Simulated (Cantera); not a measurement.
# Equilibrium for chemical vapour transport: AlN + Cl2 + N2

A closed system holds: 1 mol AlN, 0.16 mol Cl2, 0.077 mol N2, held at 10.0 Torr.

Equilibrium computed with Cantera from the NASA thermochemical tables; the gas is ideal and each condensed phase is pure. Candidate condensed phases: Al, AlCl3, AlN; 11 gas species. The tables' values for AlCl2 are old estimates; treat these amounts as uncertain. Equilibrium is a limit: real reactors are often held back by kinetics, nucleation or transport.

```csv
T (K),log p N2,log p AlCl3,log p AlCl2,log p AlCl,log p Al2Cl6,log p Cl,n AlN(s)
1075,-2.13,-2.22,-6.25,-8.40,-5.86,-9.33,0.893
1125,-2.13,-2.22,-5.79,-7.65,-6.11,-8.87,0.893
1175,-2.13,-2.22,-5.38,-6.96,-6.33,-8.44,0.893
1225,-2.13,-2.22,-5.00,-6.33,-6.53,-8.05,0.893
1275,-2.13,-2.22,-4.65,-5.75,-6.72,-7.69,0.893
1325,-2.14,-2.23,-4.33,-5.21,-6.90,-7.36,0.893
1375,-2.14,-2.23,-4.03,-4.72,-7.06,-7.05,0.893
```
log p: log10 of the partial pressure in bar; n: condensed amount in mol.

From 1075 K to 1375 K the condensed part is AlN(s). The main Al-bearing gas is AlCl3 throughout.
